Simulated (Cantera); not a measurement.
An adiabatic, constant-pressure homogeneous reactor starts with CH4 : CO : O2 : N2 = 1 : 1.4 : 1.29 : 14.1 (molar parts), equivalence ratio 2.1, at 1675 K and 2700000 Pa.

Computed with Cantera and GRI-Mech 3.0 (53 species, 325 reactions). The pressure lies above the range GRI-Mech 3.0 was tuned for (to about 10 atm).

Task: Predict: time of steepest temperature rise; temperature at 2.00 s; equilibrium temperature; x(CH4) at 2.00 s; x(CO) at 2.00 s; x(O2) at 2.00 s; x(HCN) at 2.00 s.

Result: 
| Property | Value |
|---|---|
| time of steepest temperature rise | 72.8 µs |
| temperature at 2.00 s | 2301 K |
| equilibrium temperature | 2301 K |
| x(CH4) at 2.00 s | 1.05e-9 (gas-phase equilibrium 1.14e-9) |
| x(CO) at 2.00 s | 0.105 (gas-phase equilibrium 0.105) |
| x(O2) at 2.00 s | 2.75e-7 (gas-phase equilibrium 2.75e-7) |
| x(HCN) at 2.00 s | 8.78e-7 (gas-phase equilibrium 8.78e-7) |
